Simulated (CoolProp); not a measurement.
Vapour-liquid equilibrium of cyclohexane (1) + n-dodecane (2) at 113.45 °C; x and y are mole fractions of (1).

The numbers come from the multi-fluid Helmholtz-energy mixture model, Zhou 2014 and Lemmon 2004; pair parameters Bell 2016 in CoolProp.

| x | bubble pressure (MPa) | y at the bubble point | dew pressure at overall composition x (MPa) | liquid density (mol/L) |
|---|---|---|---|---|
| 0.05 | 0.01313 | 0.728 | 0.003919 | 4.101 |
| 0.125 | 0.02789 | 0.880 | 0.004249 | 4.279 |
| 0.2 | 0.04348 | 0.929 | 0.004641 | 4.471 |
| 0.275 | 0.05990 | 0.953 | 0.005111 | 4.679 |
| 0.35 | 0.07713 | 0.967 | 0.005687 | 4.905 |
| 0.425 | 0.09512 | 0.976 | 0.006409 | 5.151 |
| 0.5 | 0.1138 | 0.983 | 0.007340 | 5.420 |
| 0.575 | 0.1330 | 0.987 | 0.008588 | 5.716 |
| 0.65 | 0.1526 | 0.991 | 0.01035 | 6.042 |
| 0.725 | 0.1726 | 0.994 | 0.01301 | 6.404 |
| 0.8 | 0.1927 | 0.996 | 0.01752 | 6.806 |
| 0.875 | 0.2129 | 0.998 | 0.02682 | 7.257 |
| 0.95 | 0.2330 | 0.999 | 0.05724 | 7.765 |

No azeotrope shows between x = 0.05 and 0.95.

The pair parameters rest on a limited set of measurements; away from them the model extrapolates.
